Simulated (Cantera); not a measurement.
Input (Python, Cantera):

```python
import numpy as np
import cantera as ct

gas = ct.Solution("gri30.yaml")
gas.TP = 300, 210000
flame = ct.CounterflowDiffusionFlame(gas, width=0.02)
flame.fuel_inlet.X, flame.fuel_inlet.T = {'CO': 1, 'H2': 0.083}, 425
flame.oxidizer_inlet.X, flame.oxidizer_inlet.T = {'O2': 0.22, 'N2': 0.78}, 798
flame.set_refine_criteria(ratio=3, slope=0.12, curve=0.24, prune=0.03)
show = ['OH', 'H', 'NO', 'CO']

rows = []
print(f"{'mdot':>8s}{'a_max':>10s}{'a_mean':>10s}{'Tmax/K':>9s}" + "".join(f"{s:>11s}" for s in show) + "   (peak mole fractions)")
for i, mdot in enumerate([1.3, 1.7, 2.2, 2.9, 3.9, 5.2, 6.9, 9.2]):  # kg/m2/s on the oxidiser side
    flame.oxidizer_inlet.mdot, flame.fuel_inlet.mdot = mdot, 1.3 * mdot
    flame.solve(loglevel=0, auto=(i == 0))
    if flame.T.max() < max(425, 798) + 100:
        print(f"{mdot:8.3g}  no burning solution found from the previous one")
        break
    dT = np.abs(np.gradient(flame.T, flame.grid))
    rows.append([flame.strain_rate("max"), flame.strain_rate("mean"), flame.T.max(),
                 *(flame.X[gas.species_index(s)].max() for s in show), max(dT[0], dT[-1]) / dT.max()])
    print(f"{mdot:8.3g}{rows[-1][0]:10.1f}{rows[-1][1]:10.1f}{rows[-1][2]:9.1f}" + "".join(f"{x:11.3e}" for x in rows[-1][3:-1]))
```

Result:

```
    mdot     a_max    a_mean   Tmax/K         OH          H         NO         CO   (peak mole fractions)
     1.3     417.4     125.7   2354.6  7.032e-03  5.018e-03  5.620e-04  9.281e-01
     1.7     539.8     164.4   2319.0  7.144e-03  5.658e-03  4.243e-04  9.281e-01
     2.2     691.0     212.8   2283.4  7.253e-03  6.343e-03  3.266e-04  9.280e-01
     2.9     900.8     280.5   2244.5  7.304e-03  7.125e-03  2.467e-04  9.278e-01
     3.9    1197.6     377.2   2199.6  7.270e-03  8.030e-03  1.844e-04  9.277e-01
     5.2    1579.2     502.9   2155.1  7.247e-03  8.959e-03  1.427e-04  9.276e-01
     6.9    2076.1     667.4   2109.1  7.136e-03  9.931e-03  1.129e-04  9.275e-01
     9.2    2739.6     889.8   2062.3  7.011e-03  1.097e-02  9.169e-05  9.276e-01
```

Computed with Cantera and GRI-Mech 3.0 (53 species, 325 reactions). The hydrogen kinetics of GRI-Mech 3.0 are dated; newer H2 mechanisms differ, most at raised pressure. The maximum strain rate includes the flame's own expansion and is several times the mean.
